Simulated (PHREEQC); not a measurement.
A solution holds 11 mmol/kgw K2CO3, 0.066 mmol/kgw Fe(NO3)3 and 0.2 mmol/kgw KHSO4, at 25 °C. Closed to the air; pH follows from the charge balance.

All values are PHREEQC results (ion-association model, wateq4f.dat), not measurements.

Precipitation was switched off in this run.

Question: Estimate the pH, ionic strength.

Answer: pH 10.93; ionic strength 0.0319 mol/kgw.

Question: In which forms is Fe present?

Answer: Fe(OH)4- 99 %, Fe(OH)3 1.1 % of the Fe.

Examples of supersaturated solids here: Fe(OH)3(a), Hematite (slow to form). Others may be too. Complexes and solids missing from the database can't appear.
